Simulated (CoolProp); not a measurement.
Vapour pressure (MPa) of dimethyl carbonate: the reference equation beside estimates from Tc = 557.0 K, pc = 4.909 MPa, ω = 0.346.

The numbers come from the reference Helmholtz-energy equation of state, Zhou 2011 in CoolProp.

| T (K) | reference | Lee-Kesler | Soave-Redlich-Kwong |
|---|---|---|---|
| 385 | 0.1935 | 0.1930 | 0.1929 |
| 387.2 | 0.2056 | 0.2053 | 0.2052 |
| 389.3 | 0.2177 | 0.2177 | 0.2175 |
| 391.5 | 0.2309 | 0.2312 | 0.2310 |
| 393.6 | 0.2442 | 0.2448 | 0.2446 |
| 395.8 | 0.2587 | 0.2596 | 0.2594 |
| 398 | 0.2738 | 0.2751 | 0.2749 |
| 400.1 | 0.2889 | 0.2906 | 0.2904 |
| 402.3 | 0.3054 | 0.3075 | 0.3073 |
| 404.5 | 0.3226 | 0.3252 | 0.3250 |
| 406.6 | 0.3397 | 0.3427 | 0.3426 |
| 408.8 | 0.3584 | 0.3619 | 0.3618 |
| 410.9 | 0.3769 | 0.3810 | 0.3809 |
| 413.1 | 0.3971 | 0.4018 | 0.4017 |

Absolute difference from the reference over all 14 rows, mean and median: Lee-Kesler 0.6 and 0.5 %, Soave-Redlich-Kwong 0.5 and 0.5 %.
